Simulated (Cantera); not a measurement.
Input (Python, Cantera) and output of one run.

```python
import numpy as np
import cantera as ct

gas_names = """
    H HO2 H2 H2O H2O2 H2S H2SO4 O OH O2 O3 S SH SO SO2 SO3 S2 S2O S8
""".split()
cond_names = """
    H2O(s) H2O(L) H2SO4(L) S(cr1) S(cr2) S(L)
""".split()


def load(file, names, dense=False):
    # The tables refer to 1 bar. Condensed volumes are neglected.
    table = {s.name: s for s in ct.Species.list_from_file(file)}
    out = []
    for n in names:
        d = dict(table[n].input_data)
        d["thermo"] = dict(d["thermo"], **{"reference-pressure": 1e5})
        if dense:
            d["equation-of-state"] = {"model": "constant-volume", "density": "1e6 g/cm^3"}
        out.append(ct.Species.from_dict(d))
    return out


gas = ct.Solution(thermo="ideal-gas", species=load("nasa_gas.yaml", gas_names))
cond = {s.name: ct.Solution(thermo="fixed-stoichiometry", species=[s], name=s.name)
        for s in load("nasa_condensed.yaml", cond_names, dense=True)}
atoms = {
    'SO2': {'S': 1, 'O': 2},
    'H2O': {'H': 2, 'O': 1},
}
top_T = {}  # K; cautious upper limits of use, not melting points


def equilibrate(T, P, feed):
    n = {}
    for name, mol in feed.items():
        for a, k in atoms[name].items():
            n[a] = n.get(a, 0.0) + k * mol
    gas.TPX = T, P, n
    mass = sum(n.values()) * gas.mean_molecular_weight
    gas.equilibrate("TP")
    valid = [c for c in cond.values() if c.min_temp <= T <= top_T.get(c.name, c.max_temp)]
    mix = ct.Mixture([(gas, mass / gas.mean_molecular_weight)] + [(c, 0.0) for c in valid])
    mix.T, mix.P = T, P
    mix.equilibrate("TP", solver="vcs", rtol=1e-11, max_steps=5000)
    return mix


results = []
T = 1573.15  # K
P = 101325  # Pa
for m in [0.11, 0.18, 0.29, 0.47, 0.76, 1.2, 2, 3.3, 5.3, 8.6]:
    feed = {'SO2': 1, 'H2O': m}  # mol
    mix = equilibrate(T, P, feed)
    results.append((T, P, feed, dict(zip(mix.species_names, mix.species_moles))))
    x = sorted(zip(gas.X, gas.species_names), reverse=True)
    print(f"T = {T:g} K  P = {P:g} Pa  n(H2O) = {m:g} mol  gas = {mix.phase_moles(0):.4g} mol")
    print("   x: " + "  ".join(f"{s} {v:.3e}" for v, s in x if v > 0.001))
    print("   condensed (mol): " + ("  ".join(f"{mix.phase(i).name} {mix.phase_moles(i):.4g}"
          for i in range(1, mix.n_phases) if mix.phase_moles(i) > 1e-12) or "none"))
```

It prints:

```
T = 1573.15 K  P = 101325 Pa  n(H2O) = 0.11 mol  gas = 1.11 mol
   x: SO2 9.006e-01  H2O 9.901e-02
   condensed (mol): none
T = 1573.15 K  P = 101325 Pa  n(H2O) = 0.18 mol  gas = 1.18 mol
   x: SO2 8.471e-01  H2O 1.524e-01
   condensed (mol): none
T = 1573.15 K  P = 101325 Pa  n(H2O) = 0.29 mol  gas = 1.29 mol
   x: SO2 7.749e-01  H2O 2.246e-01
   condensed (mol): none
T = 1573.15 K  P = 101325 Pa  n(H2O) = 0.47 mol  gas = 1.47 mol
   x: SO2 6.800e-01  H2O 3.195e-01
   condensed (mol): none
T = 1573.15 K  P = 101325 Pa  n(H2O) = 0.76 mol  gas = 1.76 mol
   x: SO2 5.679e-01  H2O 4.315e-01
   condensed (mol): none
T = 1573.15 K  P = 101325 Pa  n(H2O) = 1.2 mol  gas = 2.2 mol
   x: H2O 5.451e-01  SO2 4.543e-01
   condensed (mol): none
T = 1573.15 K  P = 101325 Pa  n(H2O) = 2 mol  gas = 3 mol
   x: H2O 6.662e-01  SO2 3.332e-01
   condensed (mol): none
T = 1573.15 K  P = 101325 Pa  n(H2O) = 3.3 mol  gas = 4.301 mol
   x: H2O 7.670e-01  SO2 2.324e-01
   condensed (mol): none
T = 1573.15 K  P = 101325 Pa  n(H2O) = 5.3 mol  gas = 6.301 mol
   x: H2O 8.407e-01  SO2 1.586e-01
   condensed (mol): none
T = 1573.15 K  P = 101325 Pa  n(H2O) = 8.6 mol  gas = 9.602 mol
   x: H2O 8.953e-01  SO2 1.041e-01
   condensed (mol): none
```

Method: chemical equilibrium by Gibbs-energy minimisation in Cantera with the NASA 1993 tables (ideal gas, pure condensed phases).
